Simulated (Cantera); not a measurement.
Standard-state values (1 bar) from the NASA 1993 polynomials, evaluated with Cantera. Values are per mole of reaction as written; species without (g) are pure solids or liquids, kept so even where they would boil at 1 bar. TiC: taken at fixed stoichiometry.

Task: Between 750 and 1350 K, where is each reaction favourable under standard conditions?
- TiO(g) + 3 CO(g) → 2 CO2(g) + TiC
- 4 TiO(g) + 2 NO2(g) → N2O(g) + Ti4O7
- 2 O3(g) + 3 TiC → 3 CO2(g) + 3 Ti

Result: 
- TiO(g) + 3 CO(g) → 2 CO2(g) + TiC: ΔG° is -413 kJ at 750 K and -196 kJ at 1350 K; it stays negative (K > 1). ΔH° is -676 kJ and ΔS° -356 J/K at 1350 K.
- 4 TiO(g) + 2 NO2(g) → N2O(g) + Ti4O7: ΔG° is -2878 kJ at 750 K and -2338 kJ at 1350 K; it stays negative (K > 1). ΔH° is -3519 kJ and ΔS° -875 J/K at 1350 K.
- 2 O3(g) + 3 TiC → 3 CO2(g) + 3 Ti: ΔG° is -1047 kJ at 750 K and -1153 kJ at 1350 K; it stays negative (K > 1). ΔH° is -908 kJ and ΔS° 181 J/K at 1350 K.
